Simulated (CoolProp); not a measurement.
Vapour-liquid equilibrium of propane (1) + isobutene (2) at -79.35 °C; x and y are mole fractions of (1).

Computed with CoolProp (multi-fluid Helmholtz-energy mixture model, Lemmon 2009 and Lemmon 2005; pair parameters Bell 2016).

```tsv
x	bubble pressure (MPa)	y at the bubble point	dew pressure at overall composition x (MPa)	liquid density (mol/L)
0.05	0.002712	0.411	(withheld)	(withheld)
0.125	0.003947	0.622	0.001895	12.71
0.2	0.004938	(withheld)	0.002058	(withheld)
0.275	0.005789	0.776	0.002251	12.92
0.35	0.006566	0.818	0.002483	13.03
0.425	(withheld)	0.851	0.002768	13.14
0.5	0.008058	(withheld)	0.003125	13.26
0.575	0.008819	0.903	0.003584	13.38
0.65	0.009607	0.925	0.004192	(withheld)
0.725	0.01043	0.945	0.005026	13.63
0.8	0.01127	0.963	0.006212	13.76
0.875	0.01215	0.978	0.007952	13.89
0.95	0.01303	0.992	(withheld)	14.02
```

**Question.** Fill in the missing entries.

**Answer.** 
- 0.05, dew pressure at overall composition x (MPa): 0.001756
- 0.05, liquid density (mol/L): 12.61
- 0.2, y at the bubble point: 0.718
- 0.2, liquid density (mol/L): 12.81
- 0.425, bubble pressure (MPa): 0.007314
- 0.5, y at the bubble point: 0.879
- 0.65, liquid density (mol/L): 13.50
- 0.95, dew pressure at overall composition x (MPa): 0.01065

No azeotrope shows between x = 0.05 and 0.95.

The pair parameters rest on a limited set of measurements; away from them the model extrapolates.
